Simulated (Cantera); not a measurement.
A perfectly stirred reactor is fed with 0.774 % H₂, 99.2 % O₂, equivalence ratio 0.0039, at 0.0390 bar; it is held at 1198 K, and followed from long to short residence time.

Computed with Cantera and GRI-Mech 3.0 (53 species, 325 reactions). Radical loss at walls, strong at low pressure, is not modelled.

Q: Predict: x(H₂) at τ = 12.0 s; x(O₂) at τ = 12.0 s; x(H₂O) at τ = 12.0 s; x(OH) at τ = 12.0 s; x(O) at τ = 12.0 s; x(H₂) at τ = 65.0 ms; x(O₂) at τ = 65.0 ms; x(H₂O) at τ = 65.0 ms; x(OH) at τ = 65.0 ms; x(O) at τ = 65.0 ms.

A: 
```
Quantity                  Value
---------------------  --------
x(H₂) at τ = 12.0 s     7.13e-6
x(O₂) at τ = 12.0 s       0.992
x(H₂O) at τ = 12.0 s    0.00772
x(OH) at τ = 12.0 s     8.10e-5
x(O) at τ = 12.0 s     0.000110
x(H₂) at τ = 65.0 ms   0.000139
x(O₂) at τ = 65.0 ms      0.990
x(H₂O) at τ = 65.0 ms   0.00736
x(OH) at τ = 65.0 ms   0.000448
x(O) at τ = 65.0 ms     0.00237
```
